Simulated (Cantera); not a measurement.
A perfectly stirred reactor is fed with 6.84 % CH4, 2.12 % C2H6, 19.2 % O2, 71.9 % N2, at 4.93 atm; it is adiabatic with a 725 K inlet, and is followed from long to short residence time, starting on the burning branch (τ in s: 0.049, 0.021, 0.0089, 0.0037, 0.0016, 0.00067, 0.00028, 0.00012, 5.1e-05, 2.2e-05, 9.1e-06).

Detailed kinetics in Cantera: GRI-Mech 3.0 (53 species, 325 reactions).

x: mole fraction; the columns are a selection and need not sum to one.

| τ (s) | T (K) | x CH4 | x C2H6 | x O2 | x CH2CO | x HO2 | x CH3 | x CH2O |
|---|---|---|---|---|---|---|---|---|
| 0.049 | 2499 | 1.09e-6 | 2.01e-8 | 0.00165 | 9.30e-9 | 7.73e-7 | 1.01e-6 | 2.10e-7 |
| 0.021 | 2496 | 2.40e-6 | 4.65e-8 | 0.00180 | 2.16e-8 | 8.44e-7 | 2.23e-6 | 4.68e-7 |
| 0.0089 | 2491 | (withheld) | (withheld) | (withheld) | (withheld) | (withheld) | (withheld) | (withheld) |
| 0.0037 | 2481 | 1.03e-5 | 2.56e-7 | 0.00264 | 1.20e-7 | 1.29e-6 | 9.66e-6 | 2.13e-6 |
| 0.0016 | 2463 | 1.91e-5 | 5.79e-7 | 0.00353 | 2.73e-7 | 1.81e-6 | 1.78e-5 | 4.05e-6 |
| 0.00067 | 2434 | (withheld) | (withheld) | (withheld) | (withheld) | (withheld) | (withheld) | (withheld) |
| 0.00028 | 2392 | 6.51e-5 | 3.05e-6 | 0.00692 | 1.48e-6 | 4.26e-6 | 5.67e-5 | 1.37e-5 |
| 0.00012 | 2341 | 0.000123 | 6.79e-6 | 0.00951 | 3.33e-6 | 6.69e-6 | 0.000101 | 2.50e-5 |
| 5.1e-5 | 2278 | 0.000255 | 1.56e-5 | 0.0131 | 7.61e-6 | 1.08e-5 | 0.000193 | 4.82e-5 |
| 2.2e-5 | 2200 | 0.000610 | 3.94e-5 | 0.0187 | 1.88e-5 | 1.91e-5 | 0.000416 | 0.000104 |
| 9.1e-6 | 725 | 0.0684 | 0.0212 | 0.192 | <1e-12 | <1e-12 | <1e-12 | <1e-12 |

Q: Some entries are withheld; supply them.

A: 
- 0.0089, x CH4: 5.09e-6
- 0.0089, x C2H6: 1.08e-7
- 0.0089, x O2: 0.00209
- 0.0089, x CH2CO: 5.05e-8
- 0.0089, x HO2: 9.93e-7
- 0.0089, x CH3: 4.76e-6
- 0.0089, x CH2O: 1.02e-6
- 0.00067, x CH4: 3.51e-5
- 0.00067, x C2H6: 1.33e-6
- 0.00067, x O2: 0.00493
- 0.00067, x CH2CO: 6.38e-7
- 0.00067, x HO2: 2.73e-6
- 0.00067, x CH3: 3.20e-5
- 0.00067, x CH2O: 7.54e-6
